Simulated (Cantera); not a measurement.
A Cantera script and what it prints.

```python
import numpy as np
import cantera as ct

gas_names = """
    B BH BH2 BH3 BN BO BO2 B2 B2O B2O2 B2O3 B3O3H3 H HBO HBO2 HNO HNO2 HNO3 HO2 H2 H2O H2O2 H3B3O6 N NH
    NH2 NH3 NH2OH NO NO2 NO3 N2 N2H2 N2H4 N2O O OH O2 O3
""".split()
cond_names = """
    B(b) B(L) BN(s) B2O3(L) B3O3H3(cr) H2O(s) H2O(L)
""".split()


def load(file, names, dense=False):
    # The tables refer to 1 bar. Condensed volumes are neglected.
    table = {s.name: s for s in ct.Species.list_from_file(file)}
    out = []
    for n in names:
        d = dict(table[n].input_data)
        d["thermo"] = dict(d["thermo"], **{"reference-pressure": 1e5})
        if dense:
            d["equation-of-state"] = {"model": "constant-volume", "density": "1e6 g/cm^3"}
        out.append(ct.Species.from_dict(d))
    return out


gas = ct.Solution(thermo="ideal-gas", species=load("nasa_gas.yaml", gas_names))
cond = {s.name: ct.Solution(thermo="fixed-stoichiometry", species=[s], name=s.name)
        for s in load("nasa_condensed.yaml", cond_names, dense=True)}
atoms = {
    'BN': {'B': 1, 'N': 1},
    'H2O': {'H': 2, 'O': 1},
}
top_T = {'BN(s)': 3200}  # K; cautious upper limits of use, not melting points


def equilibrate(T, P, feed):
    n = {}
    for name, mol in feed.items():
        for a, k in atoms[name].items():
            n[a] = n.get(a, 0.0) + k * mol
    gas.TPX = T, P, n
    mass = sum(n.values()) * gas.mean_molecular_weight
    gas.equilibrate("TP")
    valid = [c for c in cond.values() if c.min_temp <= T <= top_T.get(c.name, c.max_temp)]
    mix = ct.Mixture([(gas, mass / gas.mean_molecular_weight)] + [(c, 0.0) for c in valid])
    mix.T, mix.P = T, P
    mix.equilibrate("TP", solver="vcs", rtol=1e-11, max_steps=5000)
    return mix


results = []
feed = {'BN': 1, 'H2O': 0.11}  # mol
P = 4900  # Pa
for T in [850, 1050, 1250, 1450, 1650, 1850, 2050]:
    mix = equilibrate(T, P, feed)
    results.append((T, P, feed, dict(zip(mix.species_names, mix.species_moles))))

top = {s: max(r[3][s] / sum(r[3][g] for g in gas_names) for r in results) for s in gas_names}
cols = sorted((s for s in top if top[s] > 1e-06), key=lambda s: -top[s])[:9]
seen = [c for c in cond_names if any(r[3].get(c, 0) > 1e-12 for r in results)]
print("log10 of partial pressures in bar; condensed amounts in mol")
print(f"{'T/K':>10s}" + "".join(f"{s[:9]:>10s}" for s in cols + seen))
for T, P, feed, n in results:
    ng = sum(n[g] for g in gas_names)
    print(f"{T:10.4g}" + "".join(f"{np.log10(max(n[s] / ng * P / 1e5, 1e-99)):10.3f}" for s in cols)
          + "".join(f"{n.get(c, 0):10.4g}" for c in seen))
```

It prints:

```
log10 of partial pressures in bar; condensed amounts in mol
       T/K        H2        N2       HBO      B2O3      B2O2      HBO2        BO         H       H2O     BN(s)   B2O3(L)
       850    -1.436    -1.913   -11.985   -15.169   -20.279    -8.236   -19.903   -11.406    -4.069    0.9268   0.03658
      1050    -1.435    -1.913    -8.542   -10.487   -14.010    -6.197   -14.126    -8.809    -4.095    0.9268   0.03659
      1250    -1.436    -1.913    -6.226    -7.356    -9.790    -4.850   -10.227    -7.033    -4.133    0.9268   0.03656
      1450    -1.437    -1.914    -4.567    -5.124    -6.764    -3.902    -7.424    -5.743    -4.174    0.9269    0.0363
      1650    -1.450    -1.921    -3.327    -3.459    -4.491    -3.208    -5.316    -4.767    -4.227    0.9269   0.03374
      1850    -1.594    -1.985    -2.442    -2.234    -2.748    -2.794    -3.686    -4.066    -4.446    0.9192         0
      2050    -1.662    -1.945    -2.187    -2.642    -2.309    -3.351    -2.859    -3.475    -5.007    0.9018         0
```

These are equilibrium values from Cantera (NASA tables, ideal gas, pure condensed phases), not measurements of a reactor. Mutual solubility and eutectic melting of coexisting phases are not modelled. The tables' values for BH2 are old estimates; treat these amounts as uncertain.
